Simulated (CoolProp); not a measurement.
A single-stage vapour-compression cycle with R236FA: evaporating at 326.15 K (dew point), condensing at 374.15 K (bubble point), superheat 2 K, subcooling 5 K, compressor efficiency 0.85, no pressure losses. Each further row changes one setting.

Model: reference Helmholtz-energy equation of state, Pan 2012, in CoolProp.

| case | cooling COP | pressure ratio | discharge temperature (K) | refrigerating effect (kJ/kg) | volumetric capacity (kJ/m³) |
|---|---|---|---|---|---|
| as stated | (withheld) | 3.12 | 374.1 | 69.4 | 2930 |
| evaporating temperature 331.15 K | (withheld) | 2.73 | 374.1 | (withheld) | (withheld) |
| condensing temperature 369.15 K | (withheld) | 2.81 | 369.1 | 77.0 | 3240 |
| subcooling 10 K | 4.18 | 3.12 | 374.1 | 77.2 | 3250 |
| superheat 12 K | (withheld) | 3.12 | 380.0 | 79.3 | 3160 |
| compressor efficiency 0.75 | 3.32 | 3.12 | 374.1 | 69.4 | 2930 |

### Question
What belongs in the gaps?

### Answer

- as stated, cooling COP: 3.76
- evaporating temperature 331.15 K, cooling COP: 4.46
- evaporating temperature 331.15 K, refrigerating effect (kJ/kg): 72.5
- evaporating temperature 331.15 K, volumetric capacity (kJ/m³): 3510
- condensing temperature 369.15 K, cooling COP: 4.53
- superheat 12 K, cooling COP: 3.98

The compression ends wet for: as stated; evaporating temperature 331.15 K; condensing temperature 369.15 K; subcooling 10 K; compressor efficiency 0.75.
